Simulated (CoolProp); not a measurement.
A closed Brayton cycle with dry air: compressor inlet 317.15 K and 5.6 MPa, high pressure 14.7 MPa, turbine inlet 665 K, compressor efficiency 0.8, turbine efficiency 0.85, recuperator effectiveness 0.8 (on enthalpy, no pinch check). Each further row changes one setting.

Computed with CoolProp (reference Helmholtz-energy equation of state, Lemmon 2000). It is a pseudo-pure fit of the blend.

| case | thermal efficiency (%) | net work (kJ/kg) | compressor to turbine work | compressor exit (K) | turbine exit (K) |
|---|---|---|---|---|---|
| as stated | (withheld) | 13.1 | 0.91 | 443.7 | 533.0 |
| turbine inlet 615 K | 1.4 | 2.11 | 0.98 | 443.7 | 491.5 |
| compressor inlet 327.15 K | 5.3 | (withheld) | (withheld) | 457.5 | 533.0 |
| high pressure 12.5 MPa | 10.6 | (withheld) | (withheld) | 420.0 | 553.1 |
| recuperator effectiveness 0.5 | 6.7 | 13.1 | 0.91 | 443.7 | 533.0 |

Q: What belongs in the gaps?

A: 
- as stated, thermal efficiency (%): 7.9
- compressor inlet 327.15 K, net work (kJ/kg): 8.69
- compressor inlet 327.15 K, compressor to turbine work: 0.94
- high pressure 12.5 MPa, net work (kJ/kg): 16.2
- high pressure 12.5 MPa, compressor to turbine work: 0.87
